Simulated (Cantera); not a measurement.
**Ignition delay**

Mixture: 4.46 % CH₄, 2.14 % CO, 16.6 % O₂, 62.5 % N₂, 14.3 % CO₂, equivalence ratio 0.60, at 23300 Torr, adiabatic and at constant pressure. Ignition delay is the time to a rise of 400 K.

Detailed kinetics in Cantera: GRI-Mech 3.0 (53 species, 325 reactions). The pressure lies above the range GRI-Mech 3.0 was tuned for (to about 10 atm).

```json
[
 {"T0 (K)": "1225", "delay (ms)": "1.47"},
 {"T0 (K)": "1300", "delay (ms)": "0.582"},
 {"T0 (K)": "1375", "delay (ms)": "0.255"},
 {"T0 (K)": "1450", "delay (ms)": "0.121"},
 {"T0 (K)": "1525", "delay (ms)": "0.0617"}
]
```

The apparent activation energy between 1375 and 1525 K is 170 kJ/mol.
